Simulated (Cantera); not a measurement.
A closed system holds: 1 mol PbO, 1.2 mol C, 0.12 mol H2, 11 mol CO, held at 0.100 bar.

These are equilibrium values from Cantera (NASA tables, ideal gas, pure condensed phases), not measurements of a reactor. Candidate condensed phases: C, C6H6, C7H8, C8H18, H2O, Pb, PbO, PbO2, Pb3O4; 113 gas species. Rates play no part. All values below are at 1173 K.

Base state: CO 0.983, H2 0.00985, Pb 0.00422, CO2 0.00270, H2O 3.44e-5 (mole fractions); condensed: C(graphite) + Pb(l).

What changes in the equilibrium state with this change: PbO replaced by MgO?


```csv
species,before,after
CO,0.983,0.986
H2,0.00985,0.0108
CO2,0.00270,0.00271
Pb,0.00422,0
H2O,3.44e-5,3.78e-5
"C(graphite), mol",0.233,1.23
"Pb(l), mol",0.949,0
"MgO(s), mol",0,1.00
```
Further candidate phases: Mg, MgCO3, MgO, Mg(OH)2.
